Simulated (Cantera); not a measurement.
# Metals in furnace atmospheres: Fe + O2 + H2

Charge: 1 mol Fe, 0.0012 mol O2, 24 mol H2, equilibrated at 1602 °C and 17.0 bar.

Method: chemical equilibrium by Gibbs-energy minimisation in Cantera with the NASA 1993 tables (ideal gas, pure condensed phases). Candidate condensed phases: Fe, FeO, Fe(OH)2, Fe(OH)3, Fe2O3, Fe3O4, H2O; 12 gas species. The numbers say what is thermodynamically allowed, not how fast it happens.

```yaml
x(H2): 1.000
x(H): 0.000159
x(H2O): 1.00e-4
x(Fe): 4.77e-6
n(Fe(l)): 1.000 mol
gas_amount: 24.00 mol
```
